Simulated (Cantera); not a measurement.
## Equilibrium for abatement and gas-phase synthesis: HCl + H2 + O2

A closed system holds: 1 mol HCl, 0.061 mol H2, 0.34 mol O2, equilibrated at 1400 °C and 2.33 Torr.

These are equilibrium values from Cantera (NASA tables, ideal gas, pure condensed phases), not measurements of a reactor. Candidate condensed phases: H2O; 14 gas species. Kinetics and transport are ignored.

The x(HCl) is 0.588 and the x(O2) is 0.189. The x(Cl) comes out as 0.117. The x(H2O) is 0.103 and the x(Cl2) is 0.00154. The x(OH) comes out as 0.00126 and the x(O) is 0.000261. The x(H2) comes out as 6.41e-5 and the x(ClO) is 5.72e-5. The gas amount is 1.411 mol.
